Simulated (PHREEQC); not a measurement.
# Polishing slurry liquid: speciation

Make-up at 25 °C and 100 atm: 0.21 mol HNO3, 0.0012 mol K2SO4 and 0.00027 mol KH2PO4 per kg of water. Closed to the air; pH follows from the charge balance.

The numbers come from PHREEQC with the ion-association model, phreeqc.dat.

Each row changes one thing in this solution. This is a speciation only: nothing precipitates in the calculation.

```json
[
 {"case": "as made", "pH": "0.78", "HSO4- (mol/kgw)": "0.00102", "H3PO4 (mol/kgw)": "0.000255", "SO4-2 (mol/kgw)": "0.000180", "H2PO4- (mol/kgw)": "1.55e-5", "KSO4- (mol/kgw)": "8.95e-7"},
 {"case": "HNO3 replaced by KNO3 at the same molality", "pH": "5.21", "HSO4- (mol/kgw)": "1.81e-7", "H3PO4 (mol/kgw)": "1.60e-7", "SO4-2 (mol/kgw)": "0.000861", "H2PO4- (mol/kgw)": "0.000262", "KSO4- (mol/kgw)": "0.000339"},
 {"case": "HNO3 left out", "pH": "5.36", "HSO4- (mol/kgw)": "3.70e-7", "H3PO4 (mol/kgw)": "1.50e-7", "SO4-2 (mol/kgw)": "0.00118", "H2PO4- (mol/kgw)": "0.000265", "KSO4- (mol/kgw)": "1.62e-5"},
 {"case": "temperature from 25 to 70 °C", "pH": "0.79", "HSO4- (mol/kgw)": "0.00113", "H3PO4 (mol/kgw)": "0.000260", "SO4-2 (mol/kgw)": "6.97e-5", "H2PO4- (mol/kgw)": "1.04e-5", "KSO4- (mol/kgw)": "6.25e-7"},
 {"case": "KH2PO4 from 0.00027 to 0.000297 mol/kgw", "pH": "0.78", "HSO4- (mol/kgw)": "0.00102", "H3PO4 (mol/kgw)": "0.000280", "SO4-2 (mol/kgw)": "0.000180", "H2PO4- (mol/kgw)": "1.70e-5", "KSO4- (mol/kgw)": "___"},
 {"case": "HNO3 from 0.21 to 0.105 mol/kgw", "pH": "1.07", "HSO4- (mol/kgw)": "0.000934", "H3PO4 (mol/kgw)": "0.000243", "SO4-2 (mol/kgw)": "0.000264", "H2PO4- (mol/kgw)": "2.67e-5", "KSO4- (mol/kgw)": "1.69e-6"},
 {"case": "HNO3 from 0.21 to 0.042 mol/kgw", "pH": "1.45", "HSO4- (mol/kgw)": "___", "H3PO4 (mol/kgw)": "0.000217", "SO4-2 (mol/kgw)": "0.000429", "H2PO4- (mol/kgw)": "5.33e-5", "KSO4- (mol/kgw)": "3.64e-6"}
]
```

Task: Fill in the missing entries.

Result: 
- KH2PO4 from 0.00027 to 0.000297 mol/kgw, KSO4- (mol/kgw): 9.04e-7
- HNO3 from 0.21 to 0.042 mol/kgw, HSO4- (mol/kgw): 0.000767

Under pressure, the constants of complexes without a molar volume in the database are unreliable. Constants without temperature data keep their 25 °C values here.
